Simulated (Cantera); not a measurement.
A freely propagating, adiabatic, planar premixed flame of 8.38 % CH₄, 15.2 % O₂, 73.7 % N₂, 2.68 % H₂O, unburnt at 598 K and 1000000 Pa; mixture-averaged transport, grid criteria slope 0.08 and curve 0.16, no radiation.

Model: GRI-Mech 3.0 (53 species, 325 reactions), integrated in Cantera. Burning velocities carry a grid error of a few per cent, more on coarse grids.

### Question
Predict: laminar burning velocity; thermal thickness; peak x(CH₂CO); peak x(HO₂); peak x(CH₂).

### Answer
```
Item                          Value
------------------------  ---------
laminar burning velocity  23.8 cm/s
thermal thickness          0.123 mm
peak x(CH₂CO)              0.000226
peak x(HO₂)                 9.82e-5
peak x(CH₂)                 1.85e-5
```
